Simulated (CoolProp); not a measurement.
The numbers come from the reference Helmholtz-energy equation of state, Aleksandrov 2011 in CoolProp. It is a short technical equation, of lower accuracy than the large ones.

Q: For n-undecane, give the phase and the density (kg/m³), cv (kJ/(kg K)), isothermal compressibility (1/MPa), fugacity coefficient at 47.65 °C and 45.6 kPa; -16.15 °C and 41.5 kPa; 30.95 °C and 60.1 kPa.

A: 
- 47.65 °C and 45.6 kPa: liquid; density 719, cv 1.88, isothermal compressibility 0.00122, fugacity coefficient 0.00616
- -16.15 °C and 41.5 kPa: liquid; density 768, cv 1.65, isothermal compressibility 0.000781, fugacity coefficient 3.20e-5
- 30.95 °C and 60.1 kPa: liquid; density 732, cv 1.82, isothermal compressibility 0.00109, fugacity coefficient 0.00150
